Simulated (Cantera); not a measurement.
A closed system holds: 1 mol SiO2, 0.052 mol Si, 0.36 mol N2, 0.84 mol C, at 16.5 Torr.

Equilibrium computed with Cantera from the NASA thermochemical tables; the gas is ideal and each condensed phase is pure. Candidate condensed phases: C, Si, SiC, SiO2, Si2N2O, Si3N4; 34 gas species. Mutual solubility and eutectic melting of coexisting phases are not modelled. The tables hold silica as quartz up to 1696 K and as liquid above; real silica turns to tridymite and cristobalite and melts near 1996 K. Rates play no part.

### Question
Which condensed phases are stable at each of these points (T (K)): 1650, 1750, 1850, 1950, 2050, 2150, 2250, 2350, 2450, 2550, 2650, 2750, 2850?

### Answer
```json
[
 {"T (K)": "1650", "condensed phases": "SiO2(β-quartz) + Si2N2O(s)", "Si condensed (%)": "96.9"},
 {"T (K)": "1750", "condensed phases": "SiO2(condensed) + Si2N2O(s)", "Si condensed (%)": "72.6"},
 {"T (K)": "1850", "condensed phases": "SiO2(condensed)", "Si condensed (%)": "10.3"},
 {"T (K)": "1950", "condensed phases": "SiO2(condensed)", "Si condensed (%)": "10.2"},
 {"T (K)": "2050", "condensed phases": "SiO2(l)", "Si condensed (%)": "10.0"},
 {"T (K)": "2150", "condensed phases": "SiO2(l)", "Si condensed (%)": "9.2"},
 {"T (K)": "2250", "condensed phases": "SiO2(l)", "Si condensed (%)": "6.9"},
 {"T (K)": "2350", "condensed phases": "SiO2(l)", "Si condensed (%)": "0.9"},
 {"T (K)": "2450", "condensed phases": "gas only", "Si condensed (%)": "0.0"},
 {"T (K)": "2550", "condensed phases": "gas only", "Si condensed (%)": "0.0"},
 {"T (K)": "2650", "condensed phases": "gas only", "Si condensed (%)": "0.0"},
 {"T (K)": "2750", "condensed phases": "gas only", "Si condensed (%)": "0.0"},
 {"T (K)": "2850", "condensed phases": "gas only", "Si condensed (%)": "0.0"}
]
```

At 1650 K the condensed part is SiO2(β-quartz) + Si2N2O(s). At 1750 K the condensed part is SiO2(condensed) + Si2N2O(s). From 1850 K to 1950 K the condensed part is SiO2(condensed). From 2050 K to 2350 K the condensed part is SiO2(l). From 2450 K to 2850 K nothing is condensed.
